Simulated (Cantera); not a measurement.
Aluminium and copper etching: Al + HCl + N2

Feed: 1 mol Al, a varied amount of HCl, 0.26 mol N2, held at 898.15 K and 0.000650 bar.

Method: chemical equilibrium by Gibbs-energy minimisation in Cantera with the NASA 1993 tables (ideal gas, pure condensed phases). Candidate condensed phases: Al, AlCl3, AlN, NH4Cl; 20 gas species. The tables' values for AlCl2 are old estimates; treat these amounts as uncertain. Equilibrium is a limit: real reactors are often held back by kinetics, nucleation or transport.

```
n(HCl) (mol)    x HCl   x H2  x AlCl3    x AlCl    x N2  n Al(s)  n AlN(s)
------------  -------  -----  -------  --------  ------  -------  --------
1.1           4.07e-5  0.566    0.344    0.0819  <1e-12   0.0575     0.520
2.4             0.141  0.485    0.323   5.46e-9  0.0505        0     0.302
3.7             0.202  0.434    0.289   2.13e-9  0.0751        0         0
5               0.420  0.315    0.210  2.61e-10  0.0546        0         0
6.4             0.552  0.244    0.162  9.04e-11  0.0422        0         0
7.7             0.630  0.201    0.134  4.73e-11  0.0349        0         0
9               0.685  0.171    0.114  2.90e-11  0.0297        0         0
10              0.717  0.154    0.102  2.13e-11  0.0266        0         0
12              0.765  0.128   0.0850  1.29e-11  0.0221        0         0
```
x: gas mole fraction; n: condensed amount in mol.

At 1.1 mol HCl the condensed part is Al(s) + AlN(s). At 2.4 mol HCl the condensed part is AlN(s). From 3.7 mol HCl to 12 mol HCl nothing is condensed. The main Al-bearing gas is AlCl3 throughout.
